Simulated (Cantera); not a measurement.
Input: 1 mol Si, 0.012 mol H2O, 1 mol H2, held at 1602 °C.

These are equilibrium values from Cantera (NASA tables, ideal gas, pure condensed phases), not measurements of a reactor. Candidate condensed phases: H2O, Si, SiO2; 18 gas species. Gases not in the tables: Si2H6 and higher silanes. Rates play no part.

### Question
At 10.0 Pa, list the 5 most abundant gas species with their mole fractions, and the condensed phases.

### Answer
H2 0.837, Si 0.0906, H 0.0600, SiO 0.0103, SiH 0.000768. Condensed: Si(l).
